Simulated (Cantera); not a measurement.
# Diamond growth

A diamond (100) surface in a fixed gas of H2 with x(CH4) = 0.0025, x(H) = 0.00024, x(CH3) = 3.9e-05, at 1023 K; coverages are run to steady state.

Cantera simulation using the Harris–Goodwin 1993 mechanism for the reconstructed diamond (100) surface; the numbers are that mechanism's predictions, not measurements.

```tsv
P (Pa)	growth (µm/h)	θ c6HH	θ c6H*	θ c6*H	θ c6**	θ c6HM
820	0.0198	0.590	0.0194	0.372	0.00763	0.00730
1400	0.0501	0.587	0.0192	0.370	0.00758	0.0115
2300	0.117	0.582	0.0191	0.367	0.00752	0.0170
3900	0.276	0.577	0.0189	0.363	0.00744	0.0242
6600	0.616	0.570	0.0187	0.358	0.00735	0.0324
11000	1.27	0.563	0.0184	0.354	0.00726	0.0403
19000	2.57	0.557	0.0182	0.350	0.00718	0.0476
32000	4.80	0.553	0.0181	0.347	0.00712	0.0529
```
θ: site fractions in the mechanism's names (c6HH fully hydrogenated, c6H* and c6*H radical sites, c6** diradical, c6HM methylated).
